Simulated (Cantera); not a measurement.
Charge: 1 mol TEOS, 1.3 mol O2, 92 mol H2, 4.3 mol H2O, at 17.0 Pa.

Method: chemical equilibrium by Gibbs-energy minimisation in Cantera with the NASA 1993 tables (ideal gas, pure condensed phases). Candidate condensed phases: C, C6H6, C7H8, C8H18, H2O, Si, SiC, SiO2; 123 gas species. The feed counts by its element totals alone. The tables hold silica as quartz up to 1696 K and as liquid above; real silica turns to tridymite and cristobalite and melts near 1996 K. Equilibrium is a limit: real reactors are often held back by kinetics, nucleation or transport.

Problem. At 1223 K, list the 5 most abundant gas species with their mole fractions, and the condensed phases.

Solution. H2 0.922, CO 0.0696, H2O 0.00749, CO2 0.000387, H 2.21e-5. Condensed: SiO2(β-quartz).
